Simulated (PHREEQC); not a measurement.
**Alkaline etch or developer (model solution)**

Solution (65 °C): 0.024 mol/kgw CsOH and 0.00043 mol/kgw CO2. Closed to the air; pH follows from the charge balance.

All values are PHREEQC results (ion-association model, wateq4f.dat), not measurements.

Precipitation was switched off in this run.

### Question
What pH does the model give?

### Answer
pH 11.21.

### Question
In which forms is C present?

### Answer
CO3-2 95 %, HCO3- 5.0 % of the C.

Species that the database lacks are ignored. Constants without temperature data keep their 25 °C values here.
